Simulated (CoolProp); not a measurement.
1-butene along the isotherm 18.85 °C: Z from the reference equation and from simpler models built on Tc = 146.1 °C, pc = 4.006 MPa, ω = 0.192; each cubic takes its own stable root.

The numbers come from the reference Helmholtz-energy equation of state, Lemmon 2005 in CoolProp. It is a short technical equation, of lower accuracy than the large ones.

| p (MPa) | phase | reference |
|---|---|---|
| 0.00633 | gas | 0.9982 |
| 0.0113 | gas | 0.9967 |
| 0.02 | gas | 0.9942 |
| 0.0356 | gas | 0.9896 |
| 0.0633 | gas | 0.9814 |
| 0.113 | gas | 0.9664 |
| 0.2 | gas | 0.9387 |
| 0.356 | liquid | 0.01380 |
| 0.633 | liquid | 0.02452 |
| 1.13 | liquid | 0.04372 |
| 2 | liquid | 0.07718 |

**Question.** How far does each simpler model (van der Waals, Redlich-Kwong, Soave-Redlich-Kwong) lie from the reference over these 11 states: mean and median of the absolute difference, and the worst?

**Answer.** 
- van der Waals: mean 934.1 %, median 1.4 %, worst +6673.2 % at 18.85 °C and 0.356 MPa
- Redlich-Kwong: mean 4.3 %, median 0.7 %, worst +11.3 % at 18.85 °C and 0.356 MPa
- Soave-Redlich-Kwong: mean 3.1 %, median 0.5 %, worst +8.2 % at 18.85 °C and 0.356 MPa

At some of these states van der Waals gives the other phase, because its saturation line lies elsewhere.
